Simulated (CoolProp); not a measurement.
Saturated liquid density (kg/m³) of ethylene: the reference equation beside estimates from Tc = 9.2 °C, pc = 5042 kPa, ω = 0.087.

Values from CoolProp's reference Helmholtz-energy equation of state, Smukala 2000.

```csv
T (°C),reference,van der Waals,Redlich-Kwong
-78.45,529.7,347.0,504.0
-74.65,523.6,343.0,496.9
-70.95,(withheld),339.0,489.8
-67.25,(withheld),334.9,482.5
-63.45,(withheld),330.5,474.8
-59.75,498.6,326.2,467.0
-56.05,492.0,321.7,458.9
-52.35,485.2,317.1,(withheld)
-48.55,478.0,312.2,441.8
-44.85,470.8,307.3,(withheld)
-41.15,(withheld),302.1,(withheld)
-37.35,455.3,296.7,413.8
-33.65,447.2,291.1,(withheld)
```

Problem. What belongs in the gaps?

Solution. 
- -70.95, reference: 517.6
- -67.25, reference: 511.5
- -63.45, reference: 505.0
- -52.35, Redlich-Kwong: 450.6
- -44.85, Redlich-Kwong: 432.9
- -41.15, reference: 463.3
- -41.15, Redlich-Kwong: 423.7
- -33.65, Redlich-Kwong: 403.8

Absolute difference from the reference over all 13 rows, mean and median: van der Waals 34.6 and 34.6 %, Redlich-Kwong 6.9 and 6.7 %.
